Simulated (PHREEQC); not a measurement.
A solution holds 0.0019 mol/kgw K2CO3, 3e-05 mol/kgw Fe(NO3)3 and 0.00012 mol/kgw CuSO4, at 25 °C. Closed to the air; pH follows from the charge balance.

Model: ion-association model, wateq4f.dat, run in PHREEQC.

```json
{
  "pH": "10.48",
  "ionic_strength": "0.00513 mol/kgw",
  "total_alkalinity": "3.74 meq/kg"
}
```

```csv
species,molality,activity,log γ
K+,0.00380,0.00351,-0.034
CO3-2,0.00121,0.000901,-0.130
HCO3-,0.000686,0.000636,-0.032
OH-,0.000327,0.000302,-0.034
Cu(OH)2,0.000120,0.000120,0.001
SO4-2,0.000118,8.71e-5,-0.131
```

No solid was allowed to form. The solution is supersaturated, for example in Fe(OH)3(a), Cu(OH)2, so a real one may precipitate; this is no full list. The database's constant for dissolved Cu(OH)2 is higher than later reviews accept.
